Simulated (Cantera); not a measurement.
A perfectly stirred reactor is fed with 22.7 % C2H6, 77.3 % N2, at 7.13 Torr; it is held at 1323 K, and followed from long to short residence time.

Detailed kinetics in Cantera: GRI-Mech 3.0 (53 species, 325 reactions). GRI-Mech 3.0 stops at C3 and has no aromatics, soot or wall deposition, so with more carbon than oxygen in the feed, carbon stays in small species such as C2H2 where larger ones or solid carbon would form. Radical loss at walls, strong at low pressure, is not modelled.

x: mole fraction; the columns are a selection and need not sum to one.

| τ (s) | x C2H6 | x H | x C2H4 | x CH2 | x CH3 | x C2H |
|---|---|---|---|---|---|---|
| 0.68 | 0.00803 | 6.29e-5 | 0.0437 | [?] | 0.000568 | 1.63e-8 |
| 0.39 | 0.0132 | 6.52e-5 | 0.0568 | [?] | 0.000727 | 1.55e-8 |
| 0.23 | 0.0211 | 6.62e-5 | 0.0690 | [?] | 0.000923 | 1.40e-8 |
| 0.13 | 0.0348 | 6.57e-5 | 0.0792 | [?] | 0.00119 | 1.15e-8 |
| 0.075 | 0.0549 | 6.33e-5 | 0.0830 | [?] | 0.00149 | 8.58e-9 |
| 0.043 | 0.0829 | 5.91e-5 | 0.0782 | [?] | 0.00180 | 5.78e-9 |
| 0.025 | 0.116 | 5.39e-5 | 0.0656 | 4.74e-7 | 0.00204 | 3.59e-9 |
| 0.014 | 0.152 | 4.78e-5 | 0.0473 | 4.93e-7 | 0.00217 | 1.95e-9 |
| 0.0083 | 0.179 | 4.20e-5 | 0.0310 | 4.60e-7 | 0.00210 | 1.02e-9 |
| 0.0048 | 0.200 | 3.53e-5 | 0.0175 | [?] | 0.00184 | 4.44e-10 |
| 0.0027 | 0.214 | 2.72e-5 | 0.00820 | [?] | 0.00140 | 1.45e-10 |

**Question.** Complete the blanks.

**Answer.** 
- 0.68, x CH2: 9.79e-8
- 0.39, x CH2: 1.38e-7
- 0.23, x CH2: 1.89e-7
- 0.13, x CH2: 2.60e-7
- 0.075, x CH2: 3.40e-7
- 0.043, x CH2: 4.18e-7
- 0.0048, x CH2: 3.73e-7
- 0.0027, x CH2: 2.43e-7
